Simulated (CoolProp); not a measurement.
R507A along the isotherm -36.75 °C: density (kg/m³) from the reference equation and from simpler models built on Tc = 70.6 °C, pc = 3705 kPa, ω = 0.286; each cubic takes its own stable root.

The numbers come from the reference Helmholtz-energy equation of state, Lemmon 2003 in CoolProp. It is a pseudo-pure fit of the blend.

| p (kPa) | phase | reference | Redlich-Kwong | Soave-Redlich-Kwong |
|---|---|---|---|---|
| 58.6 | gas | 3.016 | 2.994 | 3.000 |
| 98.9 | gas | 5.176 | 5.109 | 5.126 |
| 282 | liquid | 1286 | 1074 | 1123 |
| 475 | liquid | 1286 | 1075 | 1124 |
| 802 | liquid | 1287 | 1078 | 1125 |
| 1350 | liquid | 1289 | 1081 | (withheld) |
| 2280 | liquid | 1292 | 1087 | 1132 |
| 3850 | liquid | 1297 | 1096 | 1138 |
| 6500 | liquid | (withheld) | 1110 | 1149 |
| 11000 | liquid | 1318 | 1130 | 1164 |
| 18500 | liquid | (withheld) | 1158 | 1186 |

**Question.** What belongs in the gaps?

**Answer.** 
- 1350, Soave-Redlich-Kwong: 1128
- 6500, reference: 1305
- 18500, reference: 1337
